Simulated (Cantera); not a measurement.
# Premixed flame

A freely propagating, adiabatic, planar premixed flame of 9.29 % CH₄, 10.2 % H₂, 16.9 % O₂, 63.6 % N₂, equivalence ratio 1.4, unburnt at 475 K and 2.47 atm; multicomponent+Soret transport, grid criteria slope 0.08 and curve 0.16, no radiation.

Model: GRI-Mech 3.0 (53 species, 325 reactions), integrated in Cantera. Burning velocities carry a grid error of a few per cent, more on coarse grids.

```tsv
z (mm)	T (K)	u (m/s)	x CH₄	x H₂	x O₂	x CH₂CO	x CH₂O	x OH
-0.621	475	0.591	0.0931	0.0995	0.169	<1e-8	4.12e-8	<1e-8
-0.414	478	0.591	0.0934	0.0941	0.170	1.44e-8	7.94e-7	<1e-8
-0.310	494	0.606	0.0929	0.0869	0.171	2.15e-7	8.80e-6	<1e-8
-0.207	601	0.732	0.0874	0.0765	0.167	4.73e-6	0.000131	1.25e-7
-0.103	1085	1.33	0.0615	0.0722	0.128	7.17e-5	0.000940	1.65e-5
-0.0517	1497	1.87	0.0358	0.0729	0.0841	0.000188	0.000976	0.000136
0	1861	2.35	0.0117	0.0720	0.0381	0.000177	0.000440	0.000755
0.0517	2041	2.59	0.00232	0.0694	0.0122	4.55e-5	0.000131	0.00170
0.103	2101	2.67	0.000461	0.0683	0.00349	9.66e-6	3.39e-5	0.00210
0.207	2131	2.70	3.34e-5	0.0692	0.000418	1.11e-6	2.75e-6	0.00203
0.414	2148	2.72	1.17e-6	0.0704	9.68e-5	6.55e-8	9.03e-8	0.00163
0.827	2164	2.74	3.59e-8	0.0710	4.55e-5	<1e-8	<1e-8	0.00117
1.65	2177	2.75	<1e-8	0.0713	1.83e-5	<1e-8	<1e-8	0.000750
```
x: mole fraction of selected species; z is measured from the peak of heat release.

```json
{
  "laminar_burning_velocity": "59.2 cm/s",
  "thermal_thickness": "0.207 mm",
  "peak x(CH₂CO)": "0.000221",
  "peak x(CH₂O)": "0.00107",
  "peak x(OH)": "0.00214",
  "grid_points": "150"
}
```
